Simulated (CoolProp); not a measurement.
Values from CoolProp's reference Helmholtz-energy equation of state, Thol 2015.

Question: Give the vapour pressure (MPa), liquid density (kg/m³), enthalpy of vaporisation (kJ/kg), liquid cp (kJ/(kg K)) of saturated octamethylcyclotetrasiloxane (D4) at 439, 451.6 K.

Answer: 
```
T (K)  p (MPa)  liquid density (kg/m³)  enthalpy of vaporisation (kJ/kg)  liquid cp (kJ/(kg K))
-----  -------  ----------------------  --------------------------------  ---------------------
439     0.0783                     779                               135                   1.97
451.6    0.108                     762                               130                   2.00
```
